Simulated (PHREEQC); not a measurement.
0.48 g of hydrous ferric oxide (600 m²/g; 0.2 weak and 0.005 strong sites per Fe, Dzombak-Morel constants, diffuse double layer) in 1 kg of water with 0.001 mol/kgw of an inert sodium salt and 0.04 mmol/kgw MgCl2, at 25 °C; the pH is set by adding NaOH or the inert anion's acid. Oxygen is held at 0.21 atm. No CO2 enters from the air. Nothing may precipitate in this run.

The numbers come from PHREEQC with the ion-association model, wateq4f.dat.

**Question.** Predict Mg sorbed (%), surface charge σ (C/m²) at pH = 4.5, 7.

**Answer.** 
```json
[
 {"pH": "4.5", "Mg sorbed (%)": "0.0", "surface charge σ (C/m²)": "0.084"},
 {"pH": "7", "Mg sorbed (%)": "1.5", "surface charge σ (C/m²)": "0.006"}
]
```
